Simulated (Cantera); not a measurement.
**Equilibrium for hydrogen reduction and annealing atmospheres: Cu₂O + H₂ + H₂O**

Charge: 1 mol Cu₂O, 19 mol H₂, 3 mol H₂O, at 16.0 Pa.

These are equilibrium values from Cantera (NASA tables, ideal gas, pure condensed phases), not measurements of a reactor. Candidate condensed phases: Cu, CuO, Cu(OH)₂, Cu₂O, H₂O; 12 gas species. Rates play no part.

```csv
T (K),x H₂,x H,x H₂O,x Cu,n Cu(l)
1498,0.776,0.00120,0.173,0.0497,0.848
1548,0.748,0.00211,0.166,0.0832,0
1598,0.747,0.00364,0.166,0.0831,0
1648,0.745,0.00608,0.166,0.0831,0
1698,0.741,0.00984,0.166,0.0829,0
1748,0.736,0.0155,0.165,0.0827,0
1798,0.729,0.0238,0.164,0.0823,0
1848,0.719,0.0355,0.163,0.0818,0
1898,0.705,0.0519,0.161,0.0811,0
1948,0.686,0.0740,0.159,0.0802,0
1998,0.660,0.103,0.155,0.0789,0
2048,0.628,0.140,0.150,0.0773,0
2098,0.588,0.187,0.144,0.0752,0
2148,0.540,0.242,0.135,0.0727,0
```
x: gas mole fraction; n: condensed amount in mol.

At 1498 K the condensed part is Cu(l). From 1548 K to 2148 K nothing is condensed. The main Cu-bearing gas is Cu throughout.
